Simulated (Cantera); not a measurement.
Stirred combustor or abatement burner

A perfectly stirred reactor is fed with 3.21 % C₃H₈, 20.3 % O₂, 76.5 % N₂, equivalence ratio 0.79, at 17.0 bar; it is adiabatic with a 623 K inlet, and is followed from long to short residence time, starting on the burning branch (τ in s: 0.11, 0.043, 0.016, 0.0062, 0.0024, 0.00089, 0.00034, 0.00013, 4.9e-05).

Computed with Cantera and GRI-Mech 3.0 (53 species, 325 reactions). GRI-Mech 3.0 was tuned for natural gas; its chemistry of propane as a main component is partial and can be far from experiment. The pressure lies above the range GRI-Mech 3.0 was tuned for (to about 10 atm).

```csv
τ (s),T (K),x C₃H₈,x O₂,x CO₂,x HCN,x H
0.11,2268,1.93e-8,0.0391,0.0921,4.25e-8,3.26e-5
0.043,2270,4.86e-8,0.0397,0.0921,7.88e-8,3.37e-5
0.016,2272,1.28e-7,0.0404,0.0920,1.27e-7,3.59e-5
0.0062,2272,3.23e-7,0.0409,0.0918,1.75e-7,4.04e-5
0.0024,2269,8.02e-7,0.0413,0.0914,2.25e-7,5.10e-5
0.00089,2260,2.01e-6,0.0419,0.0905,2.89e-7,7.85e-5
0.00034,2243,4.66e-6,0.0428,0.0886,3.73e-7,0.000142
0.00013,2213,1.04e-5,0.0443,0.0854,4.85e-7,0.000278
4.9e-5,2162,2.37e-5,0.0473,0.0797,6.55e-7,0.000537
```
x: mole fraction; the columns are a selection and need not sum to one.
